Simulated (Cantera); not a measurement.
Input: 1 mol C3H8, 0.25 mol H2O, 0.66 mol H2, at 1650 K and 1.30 mbar.

Equilibrium computed with Cantera from the NASA thermochemical tables; the gas is ideal and each condensed phase is pure. Candidate condensed phases: C, C6H6, C7H8, C8H18, H2O; 110 gas species. Equilibrium is a limit: real reactors are often held back by kinetics, nucleation or transport.

Base state: H2 0.949, CO 0.0484, H 0.00245, C2H2 (acetylene) 4.33e-5 (mole fractions); condensed: C(graphite).

What changes in the equilibrium state with this change: H2O from 0.25 to 0.58 mol?


```tsv
species	before	after
H2	0.949	0.898
CO	0.0484	0.0995
H	0.00245	0.00239
C2H2 (acetylene)	4.33e-5	4.10e-5
C(graphite), mol	2.75	2.42
```
